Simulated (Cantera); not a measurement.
A perfectly stirred reactor is fed with NH3 : H2 = 1 : 9.1 (molar parts), at 0.0270 bar; it is held at 1775 K, and followed from long to short residence time.

Model: the gas-phase N/H chemistry of the illustrative SiF4/NH3 mechanism in the Surface Chemkin manual (1991), integrated in Cantera. Walls and surfaces, which speed up NH3 decomposition in real reactors, are not modelled.

Task: What does this change do: pressure from 0.0270 bar to 0.860 bar?

Result: 
| quantity | before | after |
|---|---|---|
| x(NH3) at τ = 0.660 s | 0.0954 | 0.0738 |
| x(H2) at τ = 0.660 s | 0.903 | 0.914 |
| x(H) at τ = 0.660 s | 0.000331 | 0.000233 |
| x(N) at τ = 0.660 s | 1.40e-7 | 3.67e-8 |
| x(N2) at τ = 0.660 s | 0.00158 | 0.0115 |
| x(NH3) at τ = 32.0 ms | 0.0990 | 0.0972 |
| x(H2) at τ = 32.0 ms | 0.901 | 0.902 |
| x(H) at τ = 32.0 ms | 9.12e-5 | 0.000211 |
| x(N) at τ = 32.0 ms | 3.13e-9 | 3.78e-8 |
| x(N2) at τ = 32.0 ms | 3.21e-6 | 0.000781 |

Task: What does this change do: temperature 1775 to 2350 K?

Result: 
```json
[
 {"quantity": "x(NH3) at τ = 0.660 s", "before": "0.0954", "after": "0.00145"},
 {"quantity": "x(H2) at τ = 0.660 s", "before": "0.903", "after": "0.935"},
 {"quantity": "x(H) at τ = 0.660 s", "before": "0.000331", "after": "0.0192"},
 {"quantity": "x(N) at τ = 0.660 s", "before": "1.40e-7", "after": "3.32e-5"},
 {"quantity": "x(N2) at τ = 0.660 s", "before": "0.00158", "after": "0.0439"},
 {"quantity": "x(NH3) at τ = 32.0 ms", "before": "0.0990", "after": "0.0627"},
 {"quantity": "x(H2) at τ = 32.0 ms", "before": "0.901", "after": "0.917"},
 {"quantity": "x(H) at τ = 32.0 ms", "before": "9.12e-5", "after": "0.00369"},
 {"quantity": "x(N) at τ = 32.0 ms", "before": "3.13e-9", "after": "1.04e-5"},
 {"quantity": "x(N2) at τ = 32.0 ms", "before": "3.21e-6", "after": "0.0160"}
]
```
